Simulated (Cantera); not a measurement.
Charge: 1 mol BN, a varied amount of H₂O, 0.26 mol O₂, at 1752 °C and 13.3 mbar.

These are equilibrium values from Cantera (NASA tables, ideal gas, pure condensed phases), not measurements of a reactor. Candidate condensed phases: B, BN, B₂O₃, B₃O₃H₃, H₂O; 39 gas species. The tables' values for BH₂ are old estimates; treat these amounts as uncertain. The numbers say what is thermodynamically allowed, not how fast it happens.

log p: log10 of the partial pressure in bar; n: condensed amount in mol.

| n(H₂O) (mol) | log p N₂ | log p H₂ | log p H₂O | log p HBO₂ | log p B₂O₂ | log p B₂O₃ | log p HBO | log p BO | log p H | n BN(s) |
|---|---|---|---|---|---|---|---|---|---|---|
| 0.1 | -2.26 | -2.90 | -6.41 | -4.20 | -2.49 | -2.96 | -2.91 | -3.02 | -4.17 | … |
| 0.17 | -2.30 | -2.72 | -6.27 | -4.17 | -2.54 | -3.03 | -2.84 | -3.04 | -4.07 | … |
| 0.3 | -2.34 | -2.56 | -6.16 | -4.16 | -2.59 | -3.13 | -2.78 | -3.07 | -4.00 | … |
| 0.52 | -2.38 | -2.45 | -6.10 | -4.18 | -2.64 | -3.23 | -2.76 | -3.09 | -3.94 | … |
| 0.9 | -2.46 | -2.27 | -4.56 | -3.13 | -3.44 | -2.67 | -3.07 | -3.49 | -3.85 | 0 |
| 1.6 | -2.59 | -2.31 | -2.82 | -2.47 | -5.64 | -3.09 | -4.19 | -4.59 | -3.87 | 0 |
| 2.7 | -2.75 | -2.46 | -2.34 | -2.51 | -6.82 | -3.65 | -4.85 | -5.19 | -3.95 | 0 |

**Question.** Some entries are withheld; supply them.

**Answer.** 
- 0.1, n BN(s): 0.440
- 0.17, n BN(s): 0.372
- 0.3, n BN(s): 0.246
- 0.52, n BN(s): 0.0348
